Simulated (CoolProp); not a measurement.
Saturation properties of tetradecamethylhexasiloxane (MD4M) (Tc = 653.2 K, pc = 0.8286 MPa, ω = 0.800).

The numbers come from the reference Helmholtz-energy equation of state, Thol 2019 in CoolProp.

```tsv
T (K)	p (MPa)	liquid density (kg/m³)	enthalpy of vaporisation (kJ/kg)	liquid cp (kJ/(kg K))	vapour Z	surface tension (mN/m)
490.3	0.03570	690.3	112.0	2.115	0.9436	6.41
497	0.04276	682.5	109.8	2.128	0.9355	6.06
503.7	0.05088	674.5	107.6	2.142	0.9267	5.72
510.4	0.06017	___	105.3	2.155	0.9170	5.38
517.1	0.07074	___	102.9	___	0.9065	5.05
523.8	0.08271	649.6	100.6	___	0.8952	___
530.5	0.09621	641.0	98.14	___	___	4.40
537.2	0.1114	632.1	___	2.210	0.8697	4.08
543.9	0.1283	623.0	93.12	2.225	0.8554	3.77
550.6	0.1472	613.6	90.50	2.240	0.8400	3.46
```

Problem. Some entries are withheld; supply them.

Solution. 
- 510.4, liquid density (kg/m³): 666.4
- 517.1, liquid density (kg/m³): 658.1
- 517.1, liquid cp (kJ/(kg K)): 2.168
- 523.8, liquid cp (kJ/(kg K)): 2.182
- 523.8, surface tension (mN/m): 4.72
- 530.5, liquid cp (kJ/(kg K)): 2.196
- 530.5, vapour Z: 0.8829
- 537.2, enthalpy of vaporisation (kJ/kg): 95.66

It boils at 532.8 K under 1 atm.

Surface tension comes from a separate correlation (Mulero 2014), older than this fluid's equation and unchecked against measurements.
